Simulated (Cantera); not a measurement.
An isothermal, constant-pressure homogeneous reactor starts with 0.424 % CH4, 98.6 % H2, 0.986 % O2, equivalence ratio 51, at 2300 K and 0.0217 atm.

Detailed kinetics in Cantera: GRI-Mech 3.0 (53 species, 325 reactions). Radical loss at walls, strong at low pressure, is not modelled.

x: mole fraction; the columns are a selection and need not sum to one.

```tsv
t (s)	x CH4	x H2	x O2	x CO2	x O
0.000100	0.00419	0.985	0.00971	4.89e-9	1.65e-6
0.000335	0.00387	0.979	0.00771	5.56e-7	1.17e-5
0.00112	0.00269	0.956	4.29e-5	5.22e-6	1.24e-6
0.00376	0.00172	0.955	9.42e-9	1.18e-6	1.13e-6
0.0126	0.000619	0.953	1.19e-8	3.01e-6	1.46e-6
0.0422	___	0.949	___	___	___
0.141	2.61e-5	0.942	1.90e-8	1.13e-5	2.78e-6
0.474	3.11e-11	0.928	3.56e-8	1.18e-5	5.29e-6
1.59	<1e-12	0.918	5.10e-8	1.18e-5	7.56e-6
5.32	<1e-12	0.918	5.17e-8	1.18e-5	7.66e-6
17.8	<1e-12	0.918	5.17e-8	1.18e-5	7.66e-6
59.7	<1e-12	0.918	5.17e-8	1.18e-5	7.66e-6
200	<1e-12	0.918	5.17e-8	1.18e-5	7.66e-6
```

**Question.** Complete the blanks.

**Answer.** 
- 0.0422, x CH4: 0.000180
- 0.0422, x O2: 1.47e-8
- 0.0422, x CO2: 6.79e-6
- 0.0422, x O: 1.93e-6
